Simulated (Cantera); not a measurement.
A closed system holds: 1 mol Cr, 1.3 mol N2O, 1.7 mol N2, equilibrated at 0.133 bar.

Method: chemical equilibrium by Gibbs-energy minimisation in Cantera with the NASA 1993 tables (ideal gas, pure condensed phases). Candidate condensed phases: Cr, CrN, Cr2N, Cr2O3; 14 gas species. Mutual solubility and eutectic melting of coexisting phases are not modelled. Kinetics and transport are ignored. All values below are at 1850 K.

Base state: N2 0.999, Cr 0.00138 (mole fractions); condensed: Cr(s) + Cr2O3(s).

What changes in the equilibrium state with this change: 0.96 mol H2 added?


```json
[
 {"species": "N2", "before": "0.999", "after": "0.756"},
 {"species": "H2", "before": "0", "after": "0.240"},
 {"species": "H2O", "before": "0", "after": "0.00194"},
 {"species": "Cr", "before": "0.00138", "after": "0.00138"},
 {"species": "H", "before": "0", "after": "0.000722"},
 {"species": "Cr(s), mol", "before": "0.129", "after": "0.133"},
 {"species": "Cr2O3(s), mol", "before": "0.433", "after": "0.431"}
]
```
Further candidate phases: H2O.
